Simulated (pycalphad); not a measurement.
CALPHAD calculation (pycalphad, COST 507 light-alloy database (1999)), 1 atm. The database dates from 1999; later assessments differ in places, in temperatures and in the compounds included. Phase fractions are per mole of atoms.

Problem. Give the equilibrium state of Si-19.6Al (at.%) at 525 K.

Solution. 
```
T = 525.00 K, P = 101325 Pa, N = 1 mol of atoms
G = -12411 J/mol, H = 5193 J/mol, S = 33.53 J/(mol K)  (SER reference)
chemical potentials (J/mol): Si -11382, Al -16635
phase             fraction      x(Si)      x(Al)
DIAMOND_A4          0.8040     1.0000   4.46e-11
FCC_A1              0.1960   0.000227     0.9998
```

Problem. Give the equilibrium state of Si-19.6Al (at.%) at 1400 K.

Solution. DIAMOND_A4, fraction 0.549, with 0.01 Al at.%; LIQUID, fraction 0.451, with 43.4 Al at.%.

FCC_A1 is fcc; DIAMOND_A4 is diamond (Si).
